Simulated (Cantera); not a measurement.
## Low-pressure radical oxidation in H2/O2

An isothermal, constant-pressure homogeneous reactor starts with H2 : O2 : H2O = 0.42 : 1 : 0.0035 (molar parts), equivalence ratio 0.21, at 1125 K and 4.50 Torr.

Cantera simulation using GRI-Mech 3.0 (53 species, 325 reactions); the numbers are that mechanism's predictions, not measurements. Radical loss at walls, strong at low pressure, is not modelled. The temperature is held fixed by assumption; the heat of reaction is taken as removed at once.

```tsv
t (s)	x H2	x O2	x HO2	x H2O	x H	x O	x OH
6.00e-5	0.295	0.702	1.13e-9	0.00246	1.07e-9	1.46e-10	1.07e-10
0.000258	0.295	0.702	4.87e-9	0.00246	6.67e-9	2.23e-9	1.21e-9
0.00111	0.295	0.702	2.25e-8	0.00246	7.03e-7	2.86e-7	1.44e-7
0.00477	0.0236	0.565	5.00e-6	0.207	0.127	0.0671	0.0104
0.0205	0.0129	0.591	5.94e-6	0.265	0.0720	0.0509	0.00837
0.0881	0.00248	0.642	5.92e-6	0.339	0.00487	0.00837	0.00375
0.379	8.55e-5	0.650	1.21e-6	0.348	3.03e-5	0.000286	0.000693
1.63	5.92e-6	0.651	1.28e-7	0.349	5.78e-7	2.04e-5	0.000186
7.00	7.99e-7	0.651	2.06e-8	0.349	2.97e-8	2.82e-6	6.90e-5
```
x: mole fraction; the columns are a selection and need not sum to one.

Equilibrium at this temperature and pressure: H2 1.35e-8, O2 0.651, HO2 6.69e-9, H2O 0.349, H 6.72e-11, O 4.84e-8, OH 9.02e-6 (gas phase only).
